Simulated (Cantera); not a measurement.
A Cantera script and what it prints.

```python
import numpy as np
import cantera as ct

gas_names = """
    C CO CO2 C2 C2O C3 C3O2 C4 C5 O O2 O3 Pb PbO Pb2
""".split()
cond_names = """
    C(gr) Pb(cr) Pb(L) PbO(rd) PbO(yw) PbO(L) PbO2(s) Pb3O4(s)
""".split()


# ... load() reads the species with a 1 bar reference pressure and builds the phases ...
atoms = {
    'PbO': {'Pb': 1, 'O': 1},
    'CO': {'C': 1, 'O': 1},
}
top_T = {'C(gr)': 4500, 'Pb3O4(s)': 820}  # K; cautious upper limits of use, not melting points


# ... equilibrate(T, P, feed) seeds the gas with the atoms and calls Mixture.equilibrate('TP', solver="vcs", rtol=1e-11, max_steps=5000) ...
results = []
P = 1200  # Pa
for T in [1125, 1225, 1325, 1425, 1525, 1625, 1725, 1825, 1925, 2025, 2125, 2225]:
    for m in [0.8, 1, 1.3, 1.6, 2, 2.6, 3.3, 4.1, 5.2, 6.6, 8.3, 10, 13]:
        feed = {'PbO': 1, 'CO': m}  # mol
        mix = equilibrate(T, P, feed)
        results.append((T, P, feed, dict(zip(mix.species_names, mix.species_moles))))

for T, P, feed, n in results:
    print(f"{T:7g} {feed['CO']:10.4g}  " + (" + ".join(c for c in cond_names if n.get(c, 0) > 1e-12) or "gas only"))
```

Output:

```
   1125        0.8  Pb(L) + PbO(yw)
   1125          1  Pb(L)
   1125        1.3  Pb(L)
   1125        1.6  Pb(L)
   1125          2  Pb(L)
   1125        2.6  Pb(L)
   1125        3.3  Pb(L)
   1125        4.1  Pb(L)
   1125        5.2  Pb(L)
   1125        6.6  Pb(L)
   1125        8.3  Pb(L)
   1125         10  Pb(L)
   1125         13  Pb(L)
   1225        0.8  Pb(L) + PbO(L)
   1225          1  Pb(L)
   1225        1.3  Pb(L)
   1225        1.6  Pb(L)
   1225          2  Pb(L)
   1225        2.6  Pb(L)
   1225        3.3  Pb(L)
   1225        4.1  Pb(L)
   1225        5.2  Pb(L)
   1225        6.6  Pb(L)
   1225        8.3  Pb(L)
   1225         10  Pb(L)
   1225         13  gas only
   1325        0.8  Pb(L) + PbO(L)
   1325          1  Pb(L)
   1325        1.3  Pb(L)
   1325        1.6  Pb(L)
   1325          2  Pb(L)
   1325        2.6  gas only
   1325        3.3  gas only
   1325        4.1  gas only
   1325        5.2  gas only
   1325        6.6  gas only
   1325        8.3  gas only
   1325         10  gas only
   1325         13  gas only
   1425        0.8  gas only
   1425          1  gas only
   1425        1.3  gas only
   1425        1.6  gas only
   1425          2  gas only
   1425        2.6  gas only
   1425        3.3  gas only
   1425        4.1  gas only
   1425        5.2  gas only
   1425        6.6  gas only
   1425        8.3  gas only
   1425         10  gas only
   1425         13  gas only
   1525        0.8  gas only
   1525          1  gas only
   1525        1.3  gas only
   1525        1.6  gas only
   1525          2  gas only
   1525        2.6  gas only
   1525        3.3  gas only
   1525        4.1  gas only
   1525        5.2  gas only
   1525        6.6  gas only
   1525        8.3  gas only
   1525         10  gas only
   1525         13  gas only
   1625        0.8  gas only
   1625          1  gas only
   1625        1.3  gas only
   1625        1.6  gas only
   1625          2  gas only
   1625        2.6  gas only
   1625        3.3  gas only
   1625        4.1  gas only
   1625        5.2  gas only
   1625        6.6  gas only
   1625        8.3  gas only
   1625         10  gas only
   1625         13  gas only
   1725        0.8  gas only
   1725          1  gas only
   1725        1.3  gas only
   1725        1.6  gas only
   1725          2  gas only
   1725        2.6  gas only
   1725        3.3  gas only
   1725        4.1  gas only
   1725        5.2  gas only
   1725        6.6  gas only
   1725        8.3  gas only
   1725         10  gas only
   1725         13  gas only
   1825        0.8  gas only
   1825          1  gas only
   1825        1.3  gas only
   1825        1.6  gas only
   1825          2  gas only
   1825        2.6  gas only
   1825        3.3  gas only
   1825        4.1  gas only
   1825        5.2  gas only
   1825        6.6  gas only
   1825        8.3  gas only
   1825         10  gas only
   1825         13  gas only
   1925        0.8  gas only
   1925          1  gas only
   1925        1.3  gas only
   1925        1.6  gas only
   1925          2  gas only
   1925        2.6  gas only
   1925        3.3  gas only
   1925        4.1  gas only
   1925        5.2  gas only
   1925        6.6  gas only
   1925        8.3  gas only
   1925         10  gas only
   1925         13  gas only
   2025        0.8  gas only
   2025          1  gas only
   2025        1.3  gas only
   2025        1.6  gas only
   2025          2  gas only
   2025        2.6  gas only
   2025        3.3  gas only
   2025        4.1  gas only
   2025        5.2  gas only
   2025        6.6  gas only
   2025        8.3  gas only
   2025         10  gas only
   2025         13  gas only
   2125        0.8  gas only
   2125          1  gas only
   2125        1.3  gas only
   2125        1.6  gas only
   2125          2  gas only
   2125        2.6  gas only
   2125        3.3  gas only
   2125        4.1  gas only
   2125        5.2  gas only
   2125        6.6  gas only
   2125        8.3  gas only
   2125         10  gas only
   2125         13  gas only
   2225        0.8  gas only
   2225          1  gas only
   2225        1.3  gas only
   2225        1.6  gas only
   2225          2  gas only
   2225        2.6  gas only
   2225        3.3  gas only
   2225        4.1  gas only
   2225        5.2  gas only
   2225        6.6  gas only
   2225        8.3  gas only
   2225         10  gas only
   2225         13  gas only
```

Cantera equilibrium calculation (NASA polynomials, part measured and part estimated; ideal gas, pure solids and liquids). Each liquid is taken as pure. Mutual solubility and eutectic melting of coexisting phases are not modelled.
